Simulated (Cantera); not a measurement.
Cantera run:

```python
import numpy as np
import cantera as ct

gas_names = """
    H HO2 H2 H2O H2O2 O OH O2 O3 Si SiH SiH2 SiH3 SiH4 SiO SiO2 Si2 Si3
""".split()
cond_names = """
    H2O(s) H2O(L) Si(cr) Si(L) SiO2(Lqz) SiO2(hqz) SiO2(L)
""".split()


# ... load() reads the species with a 1 bar reference pressure and builds the phases ...
atoms = {
    'SiO2': {'Si': 1, 'O': 2},
    'H2': {'H': 2},
    'H2O': {'H': 2, 'O': 1},
}
top_T = {}  # K; cautious upper limits of use, not melting points


# ... equilibrate(T, P, feed) seeds the gas with the atoms and calls Mixture.equilibrate('TP', solver="vcs", rtol=1e-11, max_steps=5000) ...
results = []
feed = {'SiO2': 1, 'H2': 2800, 'H2O': 0.055}  # mol
P = 100000  # Pa
for T in [1450, 1525, 1600, 1675, 1750, 1825, 1900, 1975, 2050, 2125, 2200]:
    mix = equilibrate(T, P, feed)
    results.append((T, P, feed, dict(zip(mix.species_names, mix.species_moles))))
    x = sorted(zip(gas.X, gas.species_names), reverse=True)
    print(f"T = {T:g} K  P = {P:g} Pa  gas = {mix.phase_moles(0):.4g} mol")
    print("   x: " + "  ".join(f"{s} {v:.3e}" for v, s in x if v > 1e-06))
    print("   condensed (mol): " + ("  ".join(f"{mix.phase(i).name} {mix.phase_moles(i):.4g}"
          for i in range(1, mix.n_phases) if mix.phase_moles(i) > 1e-12) or "none"))
```

It prints:

```
T = 1450 K  P = 100000 Pa  gas = 2800 mol
   x: H2 9.999e-01  H2O 3.174e-05  SiO 1.208e-05  H 9.457e-06
   condensed (mol): SiO2(hqz) 0.9662
T = 1525 K  P = 100000 Pa  gas = 2800 mol
   x: H2 9.999e-01  H2O 6.971e-05  SiO 5.005e-05  H 2.365e-05
   condensed (mol): SiO2(hqz) 0.8598
T = 1600 K  P = 100000 Pa  gas = 2801 mol
   x: H2 9.996e-01  H2O 1.703e-04  SiO 1.506e-04  H 5.436e-05
   condensed (mol): SiO2(hqz) 0.5782
T = 1675 K  P = 100000 Pa  gas = 2801 mol
   x: H2 9.992e-01  H2O 3.766e-04  SiO 3.570e-04  H 1.161e-04
   condensed (mol): none
T = 1750 K  P = 100000 Pa  gas = 2801 mol
   x: H2 9.990e-01  H2O 3.766e-04  SiO 3.569e-04  H 2.325e-04
   condensed (mol): none
T = 1825 K  P = 100000 Pa  gas = 2802 mol
   x: H2 9.988e-01  H 4.401e-04  H2O 3.766e-04  SiO 3.569e-04
   condensed (mol): none
T = 1900 K  P = 100000 Pa  gas = 2802 mol
   x: H2 9.985e-01  H 7.929e-04  H2O 3.765e-04  SiO 3.568e-04
   condensed (mol): none
T = 1975 K  P = 100000 Pa  gas = 2803 mol
   x: H2 9.979e-01  H 1.367e-03  H2O 3.764e-04  SiO 3.567e-04
   condensed (mol): none
T = 2050 K  P = 100000 Pa  gas = 2804 mol
   x: H2 9.970e-01  H 2.265e-03  H2O 3.763e-04  SiO 3.565e-04
   condensed (mol): none
T = 2125 K  P = 100000 Pa  gas = 2806 mol
   x: H2 9.956e-01  H 3.623e-03  H2O 3.760e-04  SiO 3.561e-04
   condensed (mol): none
T = 2200 K  P = 100000 Pa  gas = 2809 mol
   x: H2 9.937e-01  H 5.614e-03  H2O 3.756e-04  SiO 3.557e-04
   condensed (mol): none
```

Equilibrium computed with Cantera from the NASA thermochemical tables; the gas is ideal and each condensed phase is pure. The tables hold silica as quartz up to 1696 K and as liquid above; real silica turns to tridymite and cristobalite and melts near 1996 K.
